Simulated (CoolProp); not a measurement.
Normal hydrogen along the isotherm 25.7 K: fugacity coefficient from the reference equation and from simpler models built on Tc = 33.1 K, pc = 1.296 MPa, ω = -0.219; each cubic takes its own stable root.

Model: reference Helmholtz-energy equation of state, Leachman 2009, in CoolProp.

```json
[
 {"p (MPa)": "0.499", "phase": "liquid", "reference": "0.6232"},
 {"p (MPa)": "0.997", "phase": "liquid", "reference": "0.3355"},
 {"p (MPa)": "1.5", "phase": "liquid", "reference": "0.2397"},
 {"p (MPa)": "1.99", "phase": "liquid", "reference": "0.1937"},
 {"p (MPa)": "2.49", "phase": "liquid", "reference": "0.1660"},
 {"p (MPa)": "2.99", "phase": "liquid", "reference": "0.1481"},
 {"p (MPa)": "3.49", "phase": "liquid", "reference": "0.1359"},
 {"p (MPa)": "3.99", "phase": "liquid", "reference": "0.1272"},
 {"p (MPa)": "4.49", "phase": "liquid", "reference": "0.1209"},
 {"p (MPa)": "4.99", "phase": "liquid", "reference": "0.1162"},
 {"p (MPa)": "5.48", "phase": "liquid", "reference": "0.1129"},
 {"p (MPa)": "5.98", "phase": "liquid", "reference": "0.1104"},
 {"p (MPa)": "6.48", "phase": "liquid", "reference": "0.1088"}
]
```

How far does each simpler model (van der Waals, Soave-Redlich-Kwong) lie from the reference over these 13 states: mean and median of the absolute difference, and the worst?


- van der Waals: mean 27.4 %, median 27.4 %, worst +40.2 % at 25.7 K and 6.48 MPa
- Soave-Redlich-Kwong: mean 1.5 %, median 1.3 %, worst -3.5 % at 25.7 K and 6.48 MPa
